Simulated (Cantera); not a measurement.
Input: 1 mol V₂O₅, a varied amount of H₂, 1.6 mol N₂, at 525 °C and 0.00133 bar.

Equilibrium computed with Cantera from the NASA thermochemical tables; the gas is ideal and each condensed phase is pure. Candidate condensed phases: H₂O, V, VN, VO, V₂O₃, V₂O₄, V₂O₅; 28 gas species. Condensed phases not in the tables: the oxides between V₂O₃ and V₂O₅ other than VO₂. Equilibrium is a limit: real reactors are often held back by kinetics, nucleation or transport.

### Question
At 320 mol H₂, list the 3 most abundant gas species with their mole fractions, and the condensed phases.

### Answer
H₂ 0.989, H₂O 0.00622, N₂ 0.00497. Condensed: V₂O₃(s).
